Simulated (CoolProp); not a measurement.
R227EA along the isotherm 475 K: fugacity coefficient from the reference equation and from simpler models built on Tc = 374.9 K, pc = 2.925 MPa, ω = 0.358; each cubic takes its own stable root.

Model: reference Helmholtz-energy equation of state, Lemmon 2016, in CoolProp.

```
p (MPa)  phase  reference  Redlich-Kwong  Soave-Redlich-Kwong
-------  -----  ---------  -------------  -------------------
0.146      gas     0.9929         0.9916               0.9933
0.293      gas     0.9857         0.9833               0.9867
0.439      gas     0.9787         0.9750               0.9801
0.585      gas     0.9717         0.9668               0.9736
0.731      gas     0.9648         0.9586               0.9671
0.878      gas     0.9579         0.9505               0.9606
1.02       gas     0.9512         0.9426               0.9544
1.17       gas     0.9442         0.9344               0.9479
1.32       gas     0.9373         0.9262               0.9414
1.46       gas     0.9309         0.9186               0.9355
```
